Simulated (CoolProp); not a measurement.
A closed Brayton cycle with carbon dioxide: compressor inlet 325.15 K and 8 MPa, high pressure 19.8 MPa, turbine inlet 885 K, compressor efficiency 0.89, turbine efficiency 0.85, recuperator effectiveness 0.8 (on enthalpy, no pinch check). Each further row changes one setting.

Model: reference Helmholtz-energy equation of state, Span 1996, in CoolProp.

```csv
case,thermal efficiency (%),net work (kJ/kg),compressor to turbine work,compressor exit (K),turbine exit (K)
as stated,27.7,77.2,0.37,401.2,777.8
turbine inlet 835 K,26.8,69.7,0.39,401.2,731.6
compressor inlet 335.15 K,27.0,71.9,0.41,415.8,777.8
high pressure 16.8 MPa,25.5,65.6,0.35,387.1,796.8
recuperator effectiveness 0.5,18.9,77.2,0.37,401.2,777.8
```
